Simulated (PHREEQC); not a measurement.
PHREEQC input (ion-association model, wateq4f.dat):

```
SOLUTION_MASTER_SPECIES
  An  An-  0  An  62.0  # stands for a non-complexing anion
SOLUTION_SPECIES
  An- = An-
    -log_k 0
    -gamma 3.0 0
PHASES
  Fix_H+
    H+ = H+
    -log_k 0
SOLUTION 1
  temp 25
  units mmol/kgw
  pH 7 charge
  Na 100
  An 100
END
SELECTED_OUTPUT 1
  -reset false
  -pH true
  -pe true
  -ionic_strength true
  -water true
  -totals Na
  -molalities Hfo_wOH Hfo_wOH2+ Hfo_wO- Hfo_sOH Hfo_sOH2+ Hfo_sO-
USER_PUNCH 1
  -headings sigma psi
  10 PUNCH EDL("sigma", "Hfo"), EDL("psi", "Hfo")
PRINT
  -reset false
USE solution 1
SURFACE 1
  Hfo_wOH 0.00224719 600 1
  Hfo_sOH 5.61798e-05
EQUILIBRIUM_PHASES 1
  Fix_H+ -4 HAn 10
    -force_equality true
  O2(g) -0.68 10
END
# ... the last block is repeated for the other 12 points of pH, with NaOH or the acid as the point needs
```

Selected output (columns that matter, 11 of 13 rows; pH added in front):

```
pH	mu	Na	m_Hfo_wOH	m_Hfo_wOH2+	m_Hfo_wO-	m_Hfo_sOH	m_Hfo_sOH2+	m_Hfo_sO-	sigma	psi
4	0.10112	0.1	0.00029787	0.0019483	1.0433e-06	7.4468e-06	4.8707e-05	2.6083e-08	0.32099	0.14637
4.5	0.10089	0.1	0.00058265	0.0016599	4.6853e-06	1.4566e-05	4.1496e-05	1.1713e-07	0.27284	0.13815
5	0.10068	0.1	0.00091453	0.0013181	1.4536e-05	2.2863e-05	3.2953e-05	3.634e-07	0.21489	0.12608
6	0.10035	0.1	0.0014422	0.00074064	6.4336e-05	3.6055e-05	1.8516e-05	1.6084e-06	0.11148	0.093432
6.5	0.10023	0.1	0.0015898	0.00055256	0.00010479	3.9746e-05	1.3814e-05	2.6198e-06	0.073812	0.073884
7	0.10014	0.1	0.0016725	0.00042334	0.00015137	4.1812e-05	1.0583e-05	3.7842e-06	0.044832	0.052452
7.5	0.10007	0.1	0.0017115	0.00033585	0.00019981	4.2788e-05	8.3963e-06	4.9953e-06	0.022425	0.029415
8	0.10001	0.1	0.0017246	0.00027304	0.00024955	4.3115e-05	6.8259e-06	6.2388e-06	0.0038714	0.0053518
9	0.10012	0.10023	0.0016938	0.00017261	0.00038077	4.2345e-05	4.3152e-06	9.5192e-06	-0.034314	-0.042486
9.5	0.10023	0.10041	0.0016329	0.0001248	0.00048944	4.0823e-05	3.1201e-06	1.2236e-05	-0.060108	-0.064673
10	0.10042	0.10071	0.0015162	8.1039e-05	0.00064989	3.7906e-05	2.026e-06	1.6247e-05	-0.093773	-0.085062
```

Complexes and solids missing from the database can't appear.
